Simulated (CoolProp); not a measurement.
R11 along the isobar 5.5 MPa: Z from the reference equation and from simpler models built on Tc = 471.1 K, pc = 4.408 MPa, ω = 0.189; each cubic takes its own stable root.

Computed with CoolProp (reference Helmholtz-energy equation of state, Jacobsen 1992).

```
T (K)          phase  reference  van der Waals  Redlich-Kwong
-----  -------------  ---------  -------------  -------------
327.6         liquid     0.1951         0.3013         0.2105
339.9         liquid     0.1921         0.2958         0.2079
352.3         liquid     0.1897         0.2912         0.2060
364.6         liquid     0.1878         0.2875         0.2049
376.9         liquid     0.1865         0.2846         0.2045
389.2         liquid     0.1859         0.2827         0.2050
401.5         liquid     0.1860         0.2817         0.2065
413.8         liquid     0.1869         0.2819         0.2092
426.1         liquid     0.1889         0.2834         0.2135
438.4         liquid     0.1925         0.2868         0.2199
450.8         liquid     0.1985         0.2927         0.2298
463.1         liquid     0.2092         0.3024         0.2454
475.4  supercritical     0.2322         0.3193         0.2739
487.7  supercritical     0.3336         0.3532         0.3466
500    supercritical     0.4837         0.4379         0.4783
```
